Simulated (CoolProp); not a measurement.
Saturated liquid density (kg/m³) of propylene: the reference equation beside estimates from Tc = 364.2 K, pc = 45.55 bar, ω = 0.146. Rackett uses Z = 0.29056 − 0.08775 ω.

Computed with CoolProp (reference Helmholtz-energy equation of state, Lemmon 2013).

```csv
T (K),reference,Rackett,van der Waals,Soave-Redlich-Kwong
283.3,530.7,524.4,334.7,487.8
289.5,520.8,514.7,328.2,476.3
295.6,510.7,504.7,321.6,464.4
301.7,…,494.3,314.6,451.9
307.8,488.9,…,307.2,438.6
314,476.9,471.6,299.3,424.2
320.1,464.3,459.3,291.1,409.0
326.2,450.7,446.1,282.2,392.7
332.3,435.9,431.7,272.5,…
338.4,…,415.8,261.9,355.4
344.6,400.2,…,249.7,333.0
350.7,377.5,375.7,235.7,307.3
```

**Question.** What belongs in the gaps?

**Answer.** 
- 301.7, reference: 500.0
- 307.8, Rackett: 483.3
- 332.3, Soave-Redlich-Kwong: 374.9
- 338.4, reference: 419.4
- 344.6, Rackett: 397.3

Absolute difference from the reference over all 12 rows, mean and median: Rackett 1.0 and 1.1 %, van der Waals 37.3 and 37.3 %, Soave-Redlich-Kwong 12.2 and 11.5 %.
